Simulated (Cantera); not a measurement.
Feed: 1 mol SiH2Cl2, 0.058 mol Cl2, 7.1 mol H2, equilibrated at 80.0 mbar.

Method: chemical equilibrium by Gibbs-energy minimisation in Cantera with the NASA 1993 tables (ideal gas, pure condensed phases). Candidate condensed phases: Si; 19 gas species. The tables' values for SiCl3 are old estimates; treat these amounts as uncertain. Kinetics and transport are ignored.

Task: At 975 °C, list the 5 most abundant gas species with their mole fractions, and the condensed phases.

Result: H2 0.871, HCl 0.0764, SiCl4 0.0205, SiCl2 0.0168, SiHCl3 0.00824. Condensed: Si(s).
